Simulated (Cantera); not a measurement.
A perfectly stirred reactor is fed with N2O : H2O = 1 : 0.021 (molar parts), at 1.00 bar; it is held at 1200 K, and followed from long to short residence time.

Detailed kinetics in Cantera: GRI-Mech 3.0 (53 species, 325 reactions). GRI-Mech 3.0 was tuned for natural gas; its chemistry of N2O as a main component is partial and can be far from experiment. The mechanism lacks the step 2 NO + O2 → 2 NO2, which can matter for NO2 below about 1400 K. The temperature is held fixed by assumption; the heat of reaction is taken as removed at once.

x: mole fraction; the columns are a selection and need not sum to one.

```csv
τ (s),x N2O,x H2O,x H2,x NO,x HO2,x O2,x N2
13,0.103,0.0145,[?],0.0290,3.61e-8,0.279,0.574
2.7,0.317,0.0160,[?],0.0308,6.80e-8,0.207,0.429
0.59,0.645,0.0183,[?],0.0182,1.67e-7,0.103,0.216
0.13,0.873,0.0198,[?],0.00595,4.93e-7,0.0322,0.0681
0.028,0.954,0.0204,[?],0.00138,1.28e-6,0.00766,0.0164
0.0060,0.974,0.0205,[?],0.000308,2.44e-6,0.00167,0.00360
0.0013,0.978,0.0206,[?],7.56e-5,3.00e-6,0.000359,0.000775
0.00028,0.979,0.0206,[?],1.74e-5,1.14e-6,7.53e-5,0.000164
```

**Question.** What belongs in the gaps?

**Answer.** 
- 13, x H2: 6.65e-9
- 2.7, x H2: 9.74e-9
- 0.59, x H2: 1.31e-8
- 0.13, x H2: 1.72e-8
- 0.028, x H2: 2.56e-8
- 0.0060, x H2: 3.42e-8
- 0.0013, x H2: 1.79e-8
- 0.00028, x H2: 2.38e-9
